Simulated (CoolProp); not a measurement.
Values from CoolProp's reference Helmholtz-energy equation of state, Wu 2011.

Problem. Give the vapour pressure (MPa), liquid density (kg/m³), vapour density (kg/m³), enthalpy of vaporisation (kJ/kg) of saturated dimethyl ether at 58.95, 74.45, 78.25 °C.

Solution. 
```tsv
T (°C)	p (MPa)	liquid density (kg/m³)	vapour density (kg/m³)	enthalpy of vaporisation (kJ/kg)
58.95	1.41	601	29.9	343
74.45	1.99	569	43.4	310
78.25	2.15	560	47.4	300
```
